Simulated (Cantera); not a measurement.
A freely propagating, adiabatic, planar premixed flame of CH₄ : C₂H₆ : C₃H₈ : O₂ : N₂ : H₂O = 1 : 0.055 : 0.13 : 3.95 : 14.8 : 1.6 (molar parts), unburnt at 450 K and 2.90 bar; mixture-averaged transport, grid criteria slope 0.08 and curve 0.16, no radiation.

Detailed kinetics in Cantera: GRI-Mech 3.0 (53 species, 325 reactions). GRI-Mech 3.0 was tuned for natural gas; its chemistry of propane as a main component is partial and can be far from experiment. Burning velocities carry a grid error of a few per cent, more on coarse grids.

Task: How do the results move with these cheaper or finer settings: unity-Lewis-number transport; multicomponent transport; multicomponent+Soret transport; grid criteria slope 0.5, curve 1; grid criteria slope 0.25, curve 0.5; grid criteria slope 0.03, curve 0.06?

Result: 
| setting | laminar burning velocity | thermal thickness | peak x(H) | peak x(HO₂) | grid points |
|---|---|---|---|---|---|
| as above | 23.1 cm/s | 0.300 mm | 0.000581 | 0.000204 | 133 |
| unity-Lewis-number transport | 22.7 cm/s | 0.287 mm | 0.000796 | 0.000161 | 134 |
| multicomponent transport | 23.7 cm/s | 0.302 mm | 0.000597 | 0.000205 | 133 |
| multicomponent+Soret transport | 23.4 cm/s | 0.303 mm | 0.000591 | 0.000205 | 134 |
| grid criteria slope 0.5, curve 1 | 25.0 cm/s | 0.321 mm | 0.000596 | 0.000200 | 35 |
| grid criteria slope 0.25, curve 0.5 | 23.9 cm/s | 0.310 mm | 0.000575 | 0.000202 | 55 |
| grid criteria slope 0.03, curve 0.06 | 22.6 cm/s | 0.298 mm | 0.000573 | 0.000204 | 348 |
The base run took about 18 core-seconds (a rough figure).
Unity Lewis numbers drop preferential diffusion, which matters most where H2 and H carry the flame; Soret adds thermal diffusion.
